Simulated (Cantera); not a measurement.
Feed: 1 mol SiH4, 0.46 mol O3, held at 302 °C and 0.00210 bar.

Method: chemical equilibrium by Gibbs-energy minimisation in Cantera with the NASA 1993 tables (ideal gas, pure condensed phases). Candidate condensed phases: H2O, Si, SiO2; 18 gas species. Kinetics and transport are ignored.

Problem. What is the equilibrium state?

Solution. 
```
Item                   Value
-----------------  ---------
x(H2)                   1.00
n(Si(s))           0.310 mol
n(SiO2(α-quartz))  0.690 mol
gas amount         2.000 mol
```
